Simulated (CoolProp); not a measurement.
Octamethyltrisiloxane (MDM) along the isotherm 315.1 K: Z from the reference equation and from simpler models built on Tc = 565.4 K, pc = 1.438 MPa, ω = 0.528; each cubic takes its own stable root.

Model: reference Helmholtz-energy equation of state, Thol 2017, in CoolProp.

| p (MPa) | phase | reference |
|---|---|---|
| 0.225 | liquid | 0.02544 |
| 0.449 | liquid | 0.05074 |
| 0.674 | liquid | 0.07614 |
| 0.898 | liquid | 0.1014 |
| 1.12 | liquid | 0.1264 |
| 1.35 | liquid | 0.1523 |
| 1.57 | liquid | 0.1770 |
| 1.8 | liquid | 0.2029 |
| 2.02 | liquid | 0.2276 |
| 2.25 | liquid | 0.2534 |
| 2.47 | liquid | 0.2780 |
| 2.7 | liquid | 0.3038 |
| 2.92 | liquid | 0.3284 |
| 3.14 | liquid | 0.3530 |
| 3.37 | liquid | 0.3787 |
| 3.59 | liquid | 0.4032 |

Problem. How far does each simpler model (Redlich-Kwong, Soave-Redlich-Kwong, Peng-Robinson) lie from the reference over these 16 states: mean and median of the absolute difference, and the worst?

Solution. 
- Redlich-Kwong: mean 16.9 %, median 16.8 %, worst +17.6 % at 315.1 K and 0.225 MPa
- Soave-Redlich-Kwong: mean 11.0 %, median 11.0 %, worst +11.2 % at 315.1 K and 0.225 MPa
- Peng-Robinson: mean 1.2 %, median 1.2 %, worst -1.3 % at 315.1 K and 3.59 MPa
